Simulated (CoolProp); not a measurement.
Properties of R152A along the isobar 9.79 MPa.

Computed with CoolProp (reference Helmholtz-energy equation of state, Outcalt 1996). It is a modified Benedict-Webb-Rubin equation, recast in Helmholtz form.

```json
[
 {"T (K)": "305.4", "phase": "liquid", "cp (kJ/(kg K))": "1.745", "expansivity (1/kK)": "2.441", "Prandtl number": "2.88", "fugacity coefficient": "0.08409"},
 {"T (K)": "314.3", "phase": "liquid", "cp (kJ/(kg K))": "1.776", "expansivity (1/kK)": "2.587", "Prandtl number": "2.76", "fugacity coefficient": "___"},
 {"T (K)": "323.2", "phase": "liquid", "cp (kJ/(kg K))": "1.810", "expansivity (1/kK)": "2.758", "Prandtl number": "2.66", "fugacity coefficient": "0.1265"},
 {"T (K)": "332.1", "phase": "liquid", "cp (kJ/(kg K))": "1.848", "expansivity (1/kK)": "2.960", "Prandtl number": "2.56", "fugacity coefficient": "0.1517"},
 {"T (K)": "341.1", "phase": "liquid", "cp (kJ/(kg K))": "1.891", "expansivity (1/kK)": "3.205", "Prandtl number": "2.48", "fugacity coefficient": "0.1797"},
 {"T (K)": "350", "phase": "liquid", "cp (kJ/(kg K))": "1.939", "expansivity (1/kK)": "3.498", "Prandtl number": "2.41", "fugacity coefficient": "0.2098"},
 {"T (K)": "358.9", "phase": "liquid", "cp (kJ/(kg K))": "___", "expansivity (1/kK)": "3.859", "Prandtl number": "2.35", "fugacity coefficient": "0.2421"},
 {"T (K)": "367.8", "phase": "liquid", "cp (kJ/(kg K))": "___", "expansivity (1/kK)": "___", "Prandtl number": "___", "fugacity coefficient": "0.2764"},
 {"T (K)": "376.7", "phase": "liquid", "cp (kJ/(kg K))": "2.140", "expansivity (1/kK)": "4.894", "Prandtl number": "2.26", "fugacity coefficient": "0.3123"},
 {"T (K)": "385.6", "phase": "liquid", "cp (kJ/(kg K))": "2.238", "expansivity (1/kK)": "5.657", "Prandtl number": "2.23", "fugacity coefficient": "0.3495"},
 {"T (K)": "394.6", "phase": "supercritical", "cp (kJ/(kg K))": "2.363", "expansivity (1/kK)": "6.701", "Prandtl number": "2.23", "fugacity coefficient": "0.3879"},
 {"T (K)": "403.5", "phase": "supercritical", "cp (kJ/(kg K))": "2.522", "expansivity (1/kK)": "8.119", "Prandtl number": "2.24", "fugacity coefficient": "___"},
 {"T (K)": "412.4", "phase": "supercritical", "cp (kJ/(kg K))": "2.717", "expansivity (1/kK)": "10.02", "Prandtl number": "2.27", "fugacity coefficient": "0.4641"},
 {"T (K)": "421.3", "phase": "supercritical", "cp (kJ/(kg K))": "___", "expansivity (1/kK)": "12.22", "Prandtl number": "2.24", "fugacity coefficient": "___"}
]
```

Q: What belongs in the gaps?

A: 
- 314.3, fugacity coefficient: 0.1040
- 358.9, cp (kJ/(kg K)): 1.995
- 367.8, cp (kJ/(kg K)): 2.061
- 367.8, expansivity (1/kK): 4.313
- 367.8, Prandtl number: 2.30
- 403.5, fugacity coefficient: 0.4262
- 421.3, cp (kJ/(kg K)): 2.919
- 421.3, fugacity coefficient: 0.5010

Viscosity comes from a separate model (Bell 2016), an estimate that may be off by 10 % or more. Thermal conductivity comes from a separate model (Krauss 1996).
